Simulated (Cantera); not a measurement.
A closed system holds: 1 mol Ti, 6.3 mol CH4, held at 1900 °C and 98.0 Pa.

These are equilibrium values from Cantera (NASA tables, ideal gas, pure condensed phases), not measurements of a reactor. Candidate condensed phases: C, C6H6, C7H8, C8H18, Ti, TiC; 77 gas species. TiC: taken at fixed stoichiometry. The numbers say what is thermodynamically allowed, not how fast it happens.

Base state: H2 0.856, H 0.143, C2H2 (acetylene) 0.00189, Ti 1.69e-5, C2H 1.01e-5 (mole fractions); condensed: C(graphite) + TiC(s).

Task: What changes in the equilibrium state with this change: temperature from 1900 °C to 1527 °C?

Result: 
```
species            before     after
----------------  -------  --------
H2                  0.856     0.988
H                   0.143    0.0114
C2H2 (acetylene)  0.00189  0.000173
Ti                1.69e-5   1.05e-8
C2H               1.01e-5   1.75e-8
C(graphite), mol     5.25      5.30
TiC(s), mol         1.000      1.00
```
